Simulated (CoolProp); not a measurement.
Vapour-liquid equilibrium of methane (1) + ethane (2) at 58.3 kPa; x and y are mole fractions of (1).

Model: multi-fluid Helmholtz-energy mixture model, Setzmann 1991 and Bücker 2006; pair parameters Kunz 2012, in CoolProp.

**Question.** Give the bubble temperature and the first vapour's composition at x = 0.05, 0.2, 0.65. Is there an azeotrope?

**Answer.** x = 0.05: -128.1 °C, y = 0.896; x = 0.2: -151.1 °C, y = 0.993; x = 0.65: -163.9 °C, y = 0.999. No azeotrope shows between x = 0.05 and 0.95.

Pair parameters are fitted to limited data, so mixtures are less certain than the pure fluids.
